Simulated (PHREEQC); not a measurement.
## Spent oxide etchant: an equilibrium model

Make-up at 25 °C: 0.061 mol/kgw HF, 0.064 mol/kgw H2SiF6 and 0.00017 mol/kgw H3BO3. Closed to the air; pH follows from the charge balance.

Model: ion-association model, phreeqc.dat, run in PHREEQC.

Each row changes one thing in this solution. No solid was allowed to form.

```json
[
 {"case": "as made", "pH": "0.99", "ionic strength (mol/kgw)": "0.193", "HF (mol/kgw)": "0.0595", "F- (mol/kgw)": "0.000567", "HF2- (mol/kgw)": "0.000129", "BF3OH- (mol/kgw)": "9.96e-7"},
 {"case": "H2SiF6 from 0.064 to 0.0576 mol/kgw", "pH": "1.03", "ionic strength (mol/kgw)": "0.174", "HF (mol/kgw)": "0.0594", "F- (mol/kgw)": "0.000616", "HF2- (mol/kgw)": "0.000140", "BF3OH- (mol/kgw)": "1.00e-6"},
 {"case": "diluted 10-fold with water", "pH": "1.93", "ionic strength (mol/kgw)": "0.0194", "HF (mol/kgw)": "0.00607", "F- (mol/kgw)": "0.000402", "HF2- (mol/kgw)": "9.35e-6", "BF3OH- (mol/kgw)": "8.09e-7"},
 {"case": "H3BO3 from 0.00017 to 0.000255 mol/kgw", "pH": "0.99", "ionic strength (mol/kgw)": "0.193", "HF (mol/kgw)": "0.0592", "F- (mol/kgw)": "0.000564", "HF2- (mol/kgw)": "0.000127", "BF3OH- (mol/kgw)": "1.50e-6"},
 {"case": "H3BO3 replaced by HBF4 at the same molality", "pH": "0.99", "ionic strength (mol/kgw)": "0.193", "HF (mol/kgw)": "0.0602", "F- (mol/kgw)": "0.000574", "HF2- (mol/kgw)": "0.000131", "BF3OH- (mol/kgw)": "9.85e-7"},
 {"case": "H2SiF6 from 0.064 to 0.032 mol/kgw", "pH": "1.27", "ionic strength (mol/kgw)": "0.0974", "HF (mol/kgw)": "0.0589", "F- (mol/kgw)": "___", "HF2- (mol/kgw)": "0.000220", "BF3OH- (mol/kgw)": "___"},
 {"case": "H2SiF6 left out", "pH": "2.18", "ionic strength (mol/kgw)": "0.00713", "HF (mol/kgw)": "0.0522", "F- (mol/kgw)": "0.00580", "HF2- (mol/kgw)": "0.00116", "BF3OH- (mol/kgw)": "___"}
]
```

### Question
What belongs in the gaps?

### Answer

- H2SiF6 from 0.064 to 0.032 mol/kgw, F- (mol/kgw): 0.000974
- H2SiF6 from 0.064 to 0.032 mol/kgw, BF3OH- (mol/kgw): 1.03e-6
- H2SiF6 left out, BF3OH- (mol/kgw): 1.19e-6

Species that the database lacks are ignored. SiF6-2 is the database's only silicon fluoride. Real BF4- forms and hydrolyses slowly; the run takes it at equilibrium.
